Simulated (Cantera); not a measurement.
A closed system holds: 1 mol C₃H₈, 0.2 mol H₂O, 20 mol H₂, held at 0.128 Torr.

Equilibrium computed with Cantera from the NASA thermochemical tables; the gas is ideal and each condensed phase is pure. Candidate condensed phases: C, C₆H₆, C₇H₈, C₈H₁₈, H₂O; 110 gas species. Kinetics and transport are ignored.

x: gas mole fraction; n: condensed amount in mol.

| T (K) | x H₂ | x CH₄ | x H | x CO | x H₂O | x CO₂ | n C(graphite) |
|---|---|---|---|---|---|---|---|
| 575 | 0.961 | 0.0305 | <1e-12 | 0.000688 | 0.00740 | 0.000210 | 2.26 |
| 675 | 0.989 | [?] | <1e-12 | [?] | [?] | [?] | 2.77 |
| 775 | 0.991 | 0.000342 | 7.57e-11 | 0.00813 | 6.19e-5 | 2.56e-6 | 2.79 |
| 875 | 0.992 | 7.30e-5 | 3.83e-9 | 0.00819 | 5.63e-6 | 1.23e-7 | 2.80 |
| 975 | 0.992 | [?] | [?] | 0.00820 | [?] | [?] | 2.80 |
| 1075 | 0.992 | 7.54e-6 | 1.12e-6 | 0.00820 | 1.75e-7 | 1.55e-9 | 2.80 |
| 1175 | 0.992 | 3.20e-6 | 9.36e-6 | 0.00820 | 4.79e-8 | 3.09e-10 | 2.80 |
| 1275 | 0.992 | 1.55e-6 | 5.63e-5 | 0.00820 | 1.61e-8 | 8.01e-11 | 2.80 |
| 1375 | 0.992 | 8.32e-7 | 0.000262 | 0.00820 | 6.36e-9 | 2.54e-11 | 2.80 |
| 1475 | 0.991 | 4.85e-7 | 0.000990 | 0.00819 | 2.85e-9 | 9.48e-12 | 2.80 |
| 1575 | 0.989 | 3.02e-7 | 0.00317 | 0.00818 | 1.41e-9 | 4.03e-12 | 2.80 |
| 1675 | 0.983 | 1.98e-7 | 0.00883 | 0.00816 | 7.58e-10 | 1.90e-12 | 2.80 |

Problem. Complete the blanks.

Solution. 
- 675, x CH₄: 0.00243
- 675, x CO: 0.00686
- 675, x H₂O: 0.00117
- 675, x CO₂: 9.72e-5
- 975, x CH₄: 2.10e-5
- 975, x H: 8.74e-8
- 975, x H₂O: 8.30e-7
- 975, x CO₂: 1.10e-8
